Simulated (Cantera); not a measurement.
Cantera run, input and output.

```python
import numpy as np
import cantera as ct

gas = ct.Solution("gri30.yaml")
gas.TPX = 498, 990000, {'CH4': 1, 'O2': 1.54, 'N2': 5.78}
inlet = ct.Reservoir(gas, clone=True)
gas.equilibrate("HP")  # start burning
reactor = ct.IdealGasConstPressureReactor(gas, energy="on", clone=False)
exhaust = ct.Reservoir(gas, clone=True)
tau = [0.027, 0.014, 0.0078, 0.0042, 0.0023, 0.0012, 0.00067, 0.00037, 0.0002, 0.00011, 5.8e-05, 3.2e-05, 1.7e-05][0]
for a, b in ((inlet, reactor), (reactor, exhaust)):
    ct.MassFlowController(a, b, mdot=lambda t: reactor.mass / tau)
net = ct.ReactorNet([reactor])
show = ['CH4', 'O2', 'C2H4', 'C2H6', 'O', 'CO', 'H2O']

rows = []
print(f"{'tau/s':>10s}{'T/K':>9s}" + "".join(f"{s:>11s}" for s in show))
for tau in [0.027, 0.014, 0.0078, 0.0042, 0.0023, 0.0012, 0.00067, 0.00037, 0.0002, 0.00011, 5.8e-05, 3.2e-05, 1.7e-05]:
    net.initial_time = 0.0
    net.advance(30 * tau)
    before = gas.X
    net.advance(40 * tau)
    drift = np.max(np.abs(gas.X - before) / (gas.X + 1e-9))
    rows.append([gas.T, *gas[show].X, drift])
    print(f"{tau:10.3e}{gas.T:9.1f}" + "".join(f"{x:11.3e}" for x in gas[show].X))
```

Output:

```
     tau/s      T/K        CH4         O2       C2H4       C2H6          O         CO        H2O
 2.700e-02   2200.9  1.265e-04  7.745e-05  9.634e-08  7.641e-09  2.418e-06  6.218e-02  1.849e-01
 1.400e-02   2200.1  2.116e-04  1.382e-04  2.864e-07  2.317e-08  2.857e-06  6.205e-02  1.849e-01
 7.800e-03   2199.2  3.297e-04  2.325e-04  7.352e-07  6.058e-08  3.404e-06  6.187e-02  1.849e-01
 4.200e-03   2197.7  5.145e-04  4.035e-04  1.909e-06  1.607e-07  4.263e-06  6.158e-02  1.850e-01
 2.300e-03   2195.2  7.663e-04  6.859e-04  4.545e-06  3.929e-07  5.573e-06  6.119e-02  1.850e-01
 1.200e-03   2190.3  1.128e-03  1.204e-03  1.073e-05  9.644e-07  7.890e-06  6.068e-02  1.851e-01
 6.700e-04   2182.5  1.544e-03  1.975e-03  2.178e-05  2.055e-06  1.126e-05  6.025e-02  1.850e-01
 3.700e-04   2168.8  2.099e-03  3.265e-03  4.310e-05  4.374e-06  1.663e-05  5.998e-02  1.846e-01
 2.000e-04   2143.5  2.959e-03  5.613e-03  8.821e-05  1.007e-05  2.511e-05  6.009e-02  1.836e-01
 1.100e-04   2092.3  4.636e-03  1.043e-02  2.027e-04  2.854e-05  3.631e-05  6.084e-02  1.808e-01
 5.800e-05    498.0  1.202e-01  1.851e-01  8.370e-17  5.562e-17  1.843e-28  1.801e-15  5.216e-15
 3.200e-05    498.0  1.202e-01  1.851e-01 -1.702e-18 -1.131e-18 -2.478e-30 -3.662e-17 -1.061e-16
 1.700e-05    498.0  1.202e-01  1.851e-01 -1.103e-20 -7.330e-21  7.329e-31 -2.374e-19 -6.874e-19
```

Model: GRI-Mech 3.0 (53 species, 325 reactions), integrated in Cantera.
